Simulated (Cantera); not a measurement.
**Low-pressure radical oxidation in H2/O2**

A perfectly stirred reactor is fed with 0.964 % H₂, 87.6 % O₂, 11.4 % N₂, at 0.0120 bar; it is held at 1350 K, and followed from long to short residence time.

Cantera simulation using GRI-Mech 3.0 (53 species, 325 reactions); the numbers are that mechanism's predictions, not measurements. Radical loss at walls, strong at low pressure, is not modelled.

```json
[
 {"τ (s)": "5.0", "x H₂": "1.34e-5", "x O₂": "0.874", "x H₂O": "0.00941", "x NO₂": "5.73e-12", "x O": "0.00144", "x NO": "4.74e-8", "x HO₂": "1.70e-7"},
 {"τ (s)": "1.7", "x H₂": "2.46e-5", "x O₂": "0.873", "x H₂O": "0.00929", "x NO₂": "3.21e-12", "x O": "0.00263", "x NO": "3.22e-8", "x HO₂": "2.41e-7"},
 {"τ (s)": "0.57", "x H₂": "4.44e-5", "x O₂": "0.871", "x H₂O": "0.00913", "x NO₂": "1.78e-12", "x O": "0.00432", "x NO": "2.11e-8", "x HO₂": "3.17e-7"},
 {"τ (s)": "0.19", "x H₂": "8.13e-5", "x O₂": "0.870", "x H₂O": "0.00895", "x NO₂": "<1e-12", "x O": "0.00607", "x NO": "1.20e-8", "x HO₂": "3.85e-7"},
 {"τ (s)": "0.064", "x H₂": "0.000164", "x O₂": "0.868", "x H₂O": "0.00874", "x NO₂": "<1e-12", "x O": "0.00721", "x NO": "5.43e-9", "x HO₂": "4.40e-7"},
 {"τ (s)": "0.021", "x H₂": "0.000386", "x O₂": "0.868", "x H₂O": "0.00838", "x NO₂": "<1e-12", "x O": "0.00750", "x NO": "1.99e-9", "x HO₂": "5.01e-7"},
 {"τ (s)": "0.0072", "x H₂": "0.000951", "x O₂": "0.868", "x H₂O": "0.00763", "x NO₂": "<1e-12", "x O": "0.00699", "x NO": "6.74e-10", "x HO₂": "5.76e-7"}
]
```
x: mole fraction; the columns are a selection and need not sum to one.
